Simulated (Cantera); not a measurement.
# Adiabatic ignition

An adiabatic, constant-pressure homogeneous reactor starts with H2 : O2 : N2 : NO = 1 : 1.19 : 11.8 : 0.058 (molar parts), at 1325 K and 2.60 bar.

Detailed kinetics in Cantera: GRI-Mech 3.0 (53 species, 325 reactions). The hydrogen kinetics of GRI-Mech 3.0 are dated; newer H2 mechanisms differ, most at raised pressure. The mechanism lacks 2 NO + O2 → 2 NO2 and HONO, so NO2 and the effect of NO are under-described below about 1400 K.

```csv
t (s),T (K),x H2,x O2,x NO,x OH,x N2
9.00e-6,1325,0.0712,0.0847,0.00413,9.24e-7,0.840
2.32e-5,1443,0.0250,0.0615,0.00415,0.00419,0.847
5.98e-5,1784,0.00146,0.0497,0.00425,0.00353,0.868
0.000154,1825,0.000214,0.0505,0.00426,0.00145,0.870
0.000398,1832,3.97e-5,0.0507,0.00426,0.000643,0.871
0.00102,1834,1.67e-5,0.0508,0.00427,0.000423,0.871
0.00264,1834,1.50e-5,0.0508,0.00427,0.000400,0.871
0.00681,1834,1.49e-5,0.0508,0.00427,0.000400,0.871
0.0176,1834,1.49e-5,0.0508,0.00426,0.000400,0.871
0.0453,1834,1.49e-5,0.0508,0.00426,0.000400,0.871
0.117,1834,1.49e-5,0.0508,0.00425,0.000400,0.871
0.301,1834,1.50e-5,0.0508,0.00423,0.000401,0.871
0.776,1834,1.50e-5,0.0509,0.00418,0.000401,0.871
2.00,1834,1.50e-5,0.0509,0.00404,0.000402,0.871
```
x: mole fraction; the columns are a selection and need not sum to one.

```json
{
  "time_of_steepest_temperature_rise": "23.4 µs",
  "temperature at 2.00 s": "1834 K",
  "equilibrium_temperature": "1838 K",
  "x(H2) at 2.00 s": "1.50e-5 (gas-phase equilibrium 1.54e-5)",
  "x(O2) at 2.00 s": "0.0509 (gas-phase equilibrium 0.0517)",
  "x(NO) at 2.00 s": "0.00404 (gas-phase equilibrium 0.00247)"
}
```
